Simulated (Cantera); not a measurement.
An adiabatic, constant-pressure homogeneous reactor starts with 26.2 % CO, 3.14 % H2, 10.5 % O2, 50.3 % N2, 9.95 % H2O, at 1425 K and 1.20 bar.

Computed with Cantera and GRI-Mech 3.0 (53 species, 325 reactions).

One state of this run: T (K) = 2626; x CO = 0.111; x H2 = 0.0120; x O2 = 0.0102; x H = 0.00428; x NO = 0.00522. x: mole fraction; the columns are a selection and need not sum to one.

Q: Which value of t (s) does it belong to?
(A) 4.00e-6
(B) 0.0252
(C) 0.000317
(D) 1.72e-5

A: B, 0.0252
